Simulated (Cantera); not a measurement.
**Gas-phase reforming**

An isothermal, constant-pressure homogeneous reactor starts with 34.5 % CH4, 62.2 % CO2, 2.14 % H2, 1.14 % H2O, at 1350 K and 100000 Pa.

Cantera simulation using GRI-Mech 3.0 (53 species, 325 reactions); the numbers are that mechanism's predictions, not measurements.

```tsv
t (s)	x CH4	x CO2	x H2	x CH2CO	x OH	x HO2	x H2O
0.000500	0.345	0.622	0.0214	<1e-12	2.53e-10	<1e-12	0.0114
0.00106	0.345	0.622	0.0214	<1e-12	4.31e-10	<1e-12	0.0114
0.00226	0.345	0.622	0.0214	<1e-12	5.50e-10	<1e-12	0.0114
0.00480	0.345	0.622	0.0214	1.98e-12	5.94e-10	<1e-12	0.0114
0.0102	0.345	0.622	0.0215	1.17e-11	6.56e-10	<1e-12	0.0114
0.0217	0.345	0.622	0.0215	6.64e-11	7.64e-10	<1e-12	0.0115
0.0461	0.345	0.622	0.0217	3.86e-10	9.28e-10	<1e-12	0.0115
0.0980	0.344	0.621	0.0221	2.21e-9	1.12e-9	<1e-12	0.0118
0.208	0.342	0.620	0.0232	1.16e-8	1.27e-9	<1e-12	0.0123
0.443	0.338	0.617	0.0261	5.39e-8	1.41e-9	<1e-12	0.0136
0.941	0.329	0.610	0.0325	2.11e-7	1.71e-9	<1e-12	0.0167
2.00	0.311	0.593	0.0438	6.98e-7	2.37e-9	<1e-12	0.0249
```
x: mole fraction; the columns are a selection and need not sum to one.

Equilibrium at this temperature and pressure: CH4 6.07e-6, CO2 0.0738, H2 0.332, CH2CO 4.51e-11, OH 6.52e-9, HO2 <1e-12, H2O 0.0964 (gas phase only).
